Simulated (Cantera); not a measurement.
Cantera with NASA thermochemical tables; ideal gases at 1 bar, condensed phases pure. Values are per mole of reaction as written; species without (g) are pure solids or liquids, kept so even where they would boil at 1 bar. TiC: taken at fixed stoichiometry.

C₆H₆(g) + 6 TiCl₄(g) = 6 TiC + 12 Cl₂(g) + 3 H₂(g), with ΔH° = 3391.6 kJ and ΔS° = 815.9 J/K at 300 K.

Problem. How far is the shortcut ΔG° ≈ ΔH°(300 K) − T·ΔS°(300 K) from the full temperature-dependent value at 373, 423, 473, 523 K?

Solution. 
| T (K) | shortcut (kJ) | full (kJ) | difference (kJ) | difference in log10 K |
|---|---|---|---|---|
| 373 | 3087.3 | 3086.9 | 0.3 | -0.05 |
| 423 | 3046.5 | 3045.5 | 0.9 | -0.12 |
| 473 | 3005.7 | 3003.9 | 1.8 | -0.20 |
| 523 | 2964.9 | 2962.1 | 2.8 | -0.28 |
The shortcut ignores the heat-capacity change of the reaction.
